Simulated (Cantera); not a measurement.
Input: 1 mol SiC, 0.062 mol H₂O, 160 mol N₂, at 10000 Pa.

Equilibrium computed with Cantera from the NASA thermochemical tables; the gas is ideal and each condensed phase is pure. Candidate condensed phases: C, C₆H₆, C₇H₈, C₈H₁₈, H₂O, Si, SiC, SiO₂, Si₂N₂O, Si₃N₄; 151 gas species. N₂ is the only nitrogen source here; it is nearly inert below about 1500 K, so the nitride shown seldom forms there in practice. Mutual solubility and eutectic melting of coexisting phases are not modelled. The numbers say what is thermodynamically allowed, not how fast it happens.

Question: What share of the Si ends up in condensed phases as a function of T (°C), at 975, 1075, 1175, 1275, 1375, 1475, 1575, 1675?

Answer: 
```json
[
 {"T (°C)": "975", "Si condensed (%)": "100.0", "as": "Si₂N₂O(s) + Si₃N₄(s)"},
 {"T (°C)": "1075", "Si condensed (%)": "100.0", "as": "Si₂N₂O(s) + Si₃N₄(s)"},
 {"T (°C)": "1175", "Si condensed (%)": "100.0", "as": "Si₂N₂O(s) + Si₃N₄(s)"},
 {"T (°C)": "1275", "Si condensed (%)": "100.0", "as": "SiC(s) + Si₃N₄(s)"},
 {"T (°C)": "1375", "Si condensed (%)": "99.8", "as": "SiC(s) + Si₃N₄(s)"},
 {"T (°C)": "1475", "Si condensed (%)": "99.1", "as": "SiC(s) + Si₃N₄(s)"},
 {"T (°C)": "1575", "Si condensed (%)": "96.9", "as": "SiC(s) + Si₃N₄(s)"},
 {"T (°C)": "1675", "Si condensed (%)": "95.7", "as": "SiC(s)"}
]
```
